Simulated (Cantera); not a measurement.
**Silicon nitride deposition: trisilylamine + NH3**

Charge: 1 mol trisilylamine, a varied amount of NH3, equilibrated at 1248 K and 15.0 mbar.

Cantera equilibrium calculation (NASA polynomials, part measured and part estimated; ideal gas, pure solids and liquids). Candidate condensed phases: Si, Si3N4; 18 gas species. The feed counts by its element totals alone. Mutual solubility and eutectic melting of coexisting phases are not modelled. The numbers say what is thermodynamically allowed, not how fast it happens.

| n(NH3) (mol) | x H2 | x N2 | x H | x NH3 | x SiH2 | x SiH4 | n Si(s) | n Si3N4(s) |
|---|---|---|---|---|---|---|---|---|
| 2.3 | 1.000 | 7.95e-6 | 3.81e-6 | 6.51e-9 | 3.02e-8 | 1.06e-8 | 0.525 | 0.825 |
| 3.1 | 0.995 | 0.00543 | 3.80e-6 | 1.69e-7 | 3.86e-10 | 1.36e-10 | 0 | 1.00 |
| 3.9 | 0.958 | 0.0417 | 3.73e-6 | 4.42e-7 | 9.58e-11 | 3.24e-11 | 0 | 1.00 |
| 4.6 | 0.934 | 0.0656 | 3.69e-6 | 5.34e-7 | 6.90e-11 | 2.27e-11 | 0 | 1.00 |
| 5.4 | 0.913 | 0.0870 | 3.64e-6 | 5.94e-7 | 5.59e-11 | 1.80e-11 | 0 | 1.00 |
| 6.2 | 0.896 | 0.104 | 3.61e-6 | 6.32e-7 | 4.87e-11 | 1.54e-11 | 0 | 1.00 |
| 7 | 0.882 | 0.118 | 3.58e-6 | 6.57e-7 | 4.41e-11 | 1.37e-11 | 0 | 1.00 |
| 7.7 | 0.872 | 0.128 | 3.56e-6 | 6.73e-7 | 4.13e-11 | 1.27e-11 | 0 | 1.00 |
| 8.5 | 0.862 | 0.138 | 3.54e-6 | 6.86e-7 | 3.89e-11 | 1.18e-11 | 0 | 1.00 |
| 9.3 | 0.854 | 0.146 | 3.52e-6 | 6.96e-7 | 3.70e-11 | 1.12e-11 | 0 | 1.00 |
| 10 | 0.848 | 0.152 | 3.51e-6 | 7.04e-7 | 3.57e-11 | 1.07e-11 | 0 | 1.00 |
x: gas mole fraction; n: condensed amount in mol.

At 2.3 mol NH3 the condensed part is Si(s) + Si3N4(s). From 3.1 mol NH3 to 10 mol NH3 the condensed part is Si3N4(s).
